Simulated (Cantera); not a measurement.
What does this Cantera script print?

```python
import numpy as np
import cantera as ct

gas_names = """
    H HO2 H2 H2O H2O2 O OH O2 O3 Pb PbO Pb2
""".split()
cond_names = """
    H2O(s) H2O(L) Pb(cr) Pb(L) PbO(rd) PbO(yw) PbO(L) PbO2(s) Pb3O4(s)
""".split()


def load(file, names, dense=False):
    # The tables refer to 1 bar. Condensed volumes are neglected.
    table = {s.name: s for s in ct.Species.list_from_file(file)}
    out = []
    for n in names:
        d = dict(table[n].input_data)
        d["thermo"] = dict(d["thermo"], **{"reference-pressure": 1e5})
        if dense:
            d["equation-of-state"] = {"model": "constant-volume", "density": "1e6 g/cm^3"}
        out.append(ct.Species.from_dict(d))
    return out


gas = ct.Solution(thermo="ideal-gas", species=load("nasa_gas.yaml", gas_names))
cond = {s.name: ct.Solution(thermo="fixed-stoichiometry", species=[s], name=s.name)
        for s in load("nasa_condensed.yaml", cond_names, dense=True)}
atoms = {
    'Pb': {'Pb': 1},
    'H2O': {'H': 2, 'O': 1},
    'H2': {'H': 2},
}
top_T = {'Pb3O4(s)': 820}  # K; cautious upper limits of use, not melting points


def equilibrate(T, P, feed):
    n = {}
    for name, mol in feed.items():
        for a, k in atoms[name].items():
            n[a] = n.get(a, 0.0) + k * mol
    gas.TPX = T, P, n
    mass = sum(n.values()) * gas.mean_molecular_weight
    gas.equilibrate("TP")
    valid = [c for c in cond.values() if c.min_temp <= T <= top_T.get(c.name, c.max_temp)]
    mix = ct.Mixture([(gas, mass / gas.mean_molecular_weight)] + [(c, 0.0) for c in valid])
    mix.T, mix.P = T, P
    mix.equilibrate("TP", solver="vcs", rtol=1e-11, max_steps=5000)
    return mix


results = []
feed = {'Pb': 1, 'H2O': 0.019, 'H2': 29}  # mol
P = 35000  # Pa
for T in [650, 750, 850, 950, 1050, 1150, 1250, 1350, 1450, 1550, 1650, 1750, 1850, 1950]:
    mix = equilibrate(T, P, feed)
    results.append((T, P, feed, dict(zip(mix.species_names, mix.species_moles))))

top = {s: max(r[3][s] / sum(r[3][g] for g in gas_names) for r in results) for s in gas_names}
cols = sorted((s for s in top if top[s] > 1e-06), key=lambda s: -top[s])[:7]
seen = [c for c in cond_names if any(r[3].get(c, 0) > 1e-12 for r in results)]
print("log10 of partial pressures in bar; condensed amounts in mol")
print(f"{'T/K':>10s}" + "".join(f"{s[:9]:>10s}" for s in cols + seen))
for T, P, feed, n in results:
    ng = sum(n[g] for g in gas_names)
    print(f"{T:10.4g}" + "".join(f"{np.log10(max(n[s] / ng * P / 1e5, 1e-99)):10.3f}" for s in cols)
          + "".join(f"{n.get(c, 0):10.4g}" for c in seen))
```

It prints:

```
log10 of partial pressures in bar; condensed amounts in mol
       T/K        H2        Pb         H       H2O       Pb2     Pb(L)
       650    -0.456   -10.029   -15.090    -3.640   -19.093         1
       750    -0.456    -8.023   -12.728    -3.640   -15.717         1
       850    -0.456    -6.497   -10.917    -3.640   -13.153         1
       950    -0.456    -5.298    -9.483    -3.640   -11.143    0.9996
      1050    -0.456    -4.332    -8.319    -3.640    -9.526    0.9961
      1150    -0.457    -3.538    -7.355    -3.640    -8.198     0.976
      1250    -0.458    -2.874    -6.545    -3.642    -7.090    0.8887
      1350    -0.462    -2.310    -5.854    -3.646    -6.152    0.5885
      1450    -0.471    -1.934    -5.260    -3.655    -5.561         0
      1550    -0.471    -1.933    -4.737    -3.655    -5.704         0
      1650    -0.471    -1.933    -4.277    -3.655    -5.830         0
      1750    -0.471    -1.933    -3.869    -3.655    -5.943         0
      1850    -0.471    -1.934    -3.504    -3.655    -6.045         0
      1950    -0.472    -1.934    -3.177    -3.655    -6.137         0
```

Method: chemical equilibrium by Gibbs-energy minimisation in Cantera with the NASA 1993 tables (ideal gas, pure condensed phases).
